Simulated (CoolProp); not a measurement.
A single-stage vapour-compression cycle with n-butane: evaporating at 287.15 K (dew point), condensing at 312.15 K (bubble point), superheat 8 K, subcooling 2 K, compressor efficiency 0.9, no pressure losses. Each further row changes one setting.

Values from CoolProp's reference Helmholtz-energy equation of state, Bücker 2006.

| case | cooling COP | pressure ratio | discharge temperature (K) | refrigerating effect (kJ/kg) | volumetric capacity (kJ/m³) |
|---|---|---|---|---|---|
| as stated | (withheld) | 2.16 | 319.0 | 330 | 1410 |
| evaporating temperature 292.15 K | 12.3 | 1.83 | 319.0 | 337 | 1680 |
| condensing temperature 307.15 K | 12.1 | 1.87 | 314.4 | 342 | 1460 |
| subcooling 7 K | (withheld) | 2.16 | 319.0 | 342 | 1460 |
| superheat 18 K | (withheld) | 2.16 | 328.9 | 348 | (withheld) |
| compressor efficiency 0.8 | 8.44 | 2.16 | 321.3 | 330 | 1410 |

Some entries are withheld; supply them.


- as stated, cooling COP: 9.49
- subcooling 7 K, cooling COP: 9.85
- superheat 18 K, cooling COP: 9.60
- superheat 18 K, volumetric capacity (kJ/m³): 1420
